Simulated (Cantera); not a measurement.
Charge: 1 mol H₂S, 1 mol H₂O, 3.2 mol O₂, equilibrated at 1550 °C and 1 atm.

Cantera equilibrium calculation (NASA polynomials, part measured and part estimated; ideal gas, pure solids and liquids). Candidate condensed phases: H₂O, H₂SO₄, S; 19 gas species. Rates play no part.

Base state: H₂O 0.425, O₂ 0.361, SO₂ 0.212, OH 0.00186, SO₃ 0.00124, O 9.00e-5, H₂ 4.67e-5 (mole fractions); condensed: gas only.

Task: What changes in the equilibrium state with this change: O₂ from 3.2 to 0.7 mol?

Result: 
```csv
species,before,after
H₂O,0.425,0.607
SO₂,0.212,0.142
H₂,4.67e-5,0.110
O₂,0.361,1.32e-7
S₂,<1e-9,0.0902
H₂S,<1e-9,0.0334
SH,<1e-9,0.00463
S₂O,<1e-9,0.00293
S,<1e-9,0.000266
```
